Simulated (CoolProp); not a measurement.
R1123 at several states: Z from the reference equation and from simpler models built on Tc = 331.7 K, pc = 4549 kPa, ω = 0.243; each cubic takes its own stable root.

Model: reference Helmholtz-energy equation of state, Akasaka 2020, in CoolProp.

| T (K) | p (kPa) | phase | reference |
|---|---|---|---|
| 379.5 | 41.7 | gas | 0.9980 |
| 379.3 | 2620 | gas | 0.8652 |
| 306.7 | 20000 | liquid | 0.5805 |
| 253.6 | 229 | gas | 0.9552 |

Problem. How far does each simpler model (van der Waals, Redlich-Kwong, Soave-Redlich-Kwong, Peng-Robinson) lie from the reference over these 4 states: mean and median of the absolute difference, and the worst?

Solution. 
- van der Waals: mean 11.6 %, median 0.9 %, worst +44.7 % at 306.7 K and 20000 kPa
- Redlich-Kwong: mean 2.9 %, median 0.8 %, worst +10.1 % at 306.7 K and 20000 kPa
- Soave-Redlich-Kwong: mean 2.4 %, median 0.5 %, worst +8.8 % at 306.7 K and 20000 kPa
- Peng-Robinson: mean 1.1 %, median 0.8 %, worst -2.8 % at 306.7 K and 20000 kPa
